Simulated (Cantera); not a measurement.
Charge: 1 mol n-butane, 0.75 mol H₂O, 0.77 mol H₂.

Points: T (K) = 575, 625, 675, 725, 775, 825, 875, 925, 975, 1025, 1075, 1125; P (Pa) = 10, 46, 220, 1000, 4600, 22000, 100000, 460000, 2.2e+06, 1e+07.

Cantera's Mixture.equilibrate('TP', solver="vcs", rtol=1e-11, max_steps=5000) on the NASA tables stopped like this:

```
ERROR: FAILURE its = 5001!

*******************************************************************************
CanteraError thrown by MultiPhase::equilibrate:
VCS solver failed. Return code: -1
*******************************************************************************
```

**Question.** What got this run through?

**Answer.** Several could match; the one computed here: The failure is numerical, not chemical. The same input converged with solver="gibbs", rtol=1e-10, max_steps=50000, and the result passed a check of the equilibrium conditions:
```
    575         10  C(gr)
    625         10  C(gr)
    675         10  C(gr)
    725         10  C(gr)
    775         10  C(gr)
    825         10  C(gr)
    875         10  C(gr)
    925         10  C(gr)
    975         10  C(gr)
   1025         10  C(gr)
   1075         10  C(gr)
   1125         10  C(gr)
    575         46  C(gr)
    625         46  C(gr)
    675         46  C(gr)
    725         46  C(gr)
    775         46  C(gr)
    825         46  C(gr)
    875         46  C(gr)
    925         46  C(gr)
    975         46  C(gr)
   1025         46  C(gr)
   1075         46  C(gr)
   1125         46  C(gr)
    575        220  C(gr)
    625        220  C(gr)
    675        220  C(gr)
    725        220  C(gr)
    775        220  C(gr)
    825        220  C(gr)
    875        220  C(gr)
    925        220  C(gr)
    975        220  C(gr)
   1025        220  C(gr)
   1075        220  C(gr)
   1125        220  C(gr)
    575       1000  C(gr)
    625       1000  C(gr)
    675       1000  C(gr)
    725       1000  C(gr)
    775       1000  C(gr)
    825       1000  C(gr)
    875       1000  C(gr)
    925       1000  C(gr)
    975       1000  C(gr)
   1025       1000  C(gr)
   1075       1000  C(gr)
   1125       1000  C(gr)
    575       4600  C(gr)
    625       4600  C(gr)
    675       4600  C(gr)
    725       4600  C(gr)
    775       4600  C(gr)
    825       4600  C(gr)
    875       4600  C(gr)
    925       4600  C(gr)
    975       4600  C(gr)
   1025       4600  C(gr)
   1075       4600  C(gr)
   1125       4600  C(gr)
    575    2.2e+04  C(gr)
    625    2.2e+04  C(gr)
    675    2.2e+04  C(gr)
    725    2.2e+04  C(gr)
    775    2.2e+04  C(gr)
    825    2.2e+04  C(gr)
    875    2.2e+04  C(gr)
    925    2.2e+04  C(gr)
    975    2.2e+04  C(gr)
   1025    2.2e+04  C(gr)
   1075    2.2e+04  C(gr)
   1125    2.2e+04  C(gr)
    575      1e+05  C(gr)
    625      1e+05  C(gr)
    675      1e+05  C(gr)
    725      1e+05  C(gr)
    775      1e+05  C(gr)
    825      1e+05  C(gr)
    875      1e+05  C(gr)
    925      1e+05  C(gr)
    975      1e+05  C(gr)
   1025      1e+05  C(gr)
   1075      1e+05  C(gr)
   1125      1e+05  C(gr)
    575    4.6e+05  C(gr)
    625    4.6e+05  C(gr)
    675    4.6e+05  C(gr)
    725    4.6e+05  C(gr)
    775    4.6e+05  C(gr)
    825    4.6e+05  C(gr)
    875    4.6e+05  C(gr)
    925    4.6e+05  C(gr)
    975    4.6e+05  C(gr)
   1025    4.6e+05  C(gr)
   1075    4.6e+05  C(gr)
   1125    4.6e+05  C(gr)
    575    2.2e+06  C(gr)
    625    2.2e+06  C(gr)
    675    2.2e+06  C(gr)
    725    2.2e+06  C(gr)
    775    2.2e+06  C(gr)
    825    2.2e+06  C(gr)
    875    2.2e+06  C(gr)
    925    2.2e+06  C(gr)
    975    2.2e+06  C(gr)
   1025    2.2e+06  C(gr)
   1075    2.2e+06  C(gr)
   1125    2.2e+06  C(gr)
    575      1e+07  C(gr)
    625      1e+07  C(gr)
    675      1e+07  C(gr)
    725      1e+07  C(gr)
    775      1e+07  C(gr)
    825      1e+07  C(gr)
    875      1e+07  C(gr)
    925      1e+07  C(gr)
    975      1e+07  C(gr)
   1025      1e+07  C(gr)
   1075      1e+07  C(gr)
   1125      1e+07  C(gr)
```

The gas is ideal and each condensed phase is pure. The ideal-gas law is rough above about 30 bar.
